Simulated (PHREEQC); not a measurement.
A column of 0.2 m (40 cells, dispersivity 0.016 m, 60 s a shift, diffusion coefficient 3e-10 m²/s) holds 0.049 eq of the database's cation exchanger X per kg of pore water, first in equilibrium with 0.39 mmol/kgw Na2SO4 and 0.01 mmol/kgw HCl. It is flushed with 0.021 mol CaCl2, 0.021 mol KBr and 1e-05 mol HCl per kg of water, at 15 °C. Values are for the last cell. The system is closed to CO2. No solid was allowed to form.

All values are PHREEQC results (ion-association model, phreeqc.dat), not measurements.

Problem. Predict Br in solution (mol/kgw), Ca in solution (mol/kgw), K in solution (mol/kgw) at pore volumes = 1.262, 2.013, 3.763.

Solution. 
```json
[
 {"pore volumes": "1.262", "Br in solution (mol/kgw)": "0.0165", "Ca in solution (mol/kgw)": "2.17e-13", "K in solution (mol/kgw)": "0.000107"},
 {"pore volumes": "2.013", "Br in solution (mol/kgw)": "0.0206", "Ca in solution (mol/kgw)": "0.0167", "K in solution (mol/kgw)": "0.0191"},
 {"pore volumes": "3.763", "Br in solution (mol/kgw)": "0.0210", "Ca in solution (mol/kgw)": "0.0210", "K in solution (mol/kgw)": "0.0210"}
]
```
